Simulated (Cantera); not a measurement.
Feed: 1 mol Cu, 2.1 mol F2, 9.5 mol H2, held at 0.0100 bar.

Cantera equilibrium calculation (NASA polynomials, part measured and part estimated; ideal gas, pure solids and liquids). Candidate condensed phases: Cu, CuF2; 15 gas species. Kinetics and transport are ignored.

### Question
Which condensed phases are stable at each of these points (T (K)): 573, 648, 723, 798, 873, 948, 1023, 1098, 1173, 1248, 1323, 1398, 1473, 1548?

### Answer
```tsv
T (K)	condensed phases	Cu condensed (%)
573	Cu(s)	100.0
648	Cu(s)	100.0
723	Cu(s)	100.0
798	Cu(s)	100.0
873	Cu(s)	100.0
948	Cu(s)	100.0
1023	Cu(s)	100.0
1098	Cu(s)	100.0
1173	Cu(s)	100.0
1248	Cu(s)	100.0
1323	Cu(s)	100.0
1398	Cu(l)	99.8
1473	Cu(l)	99.4
1548	Cu(l)	97.8
```

From 573 K to 1323 K the condensed part is Cu(s). From 1398 K to 1548 K the condensed part is Cu(l).
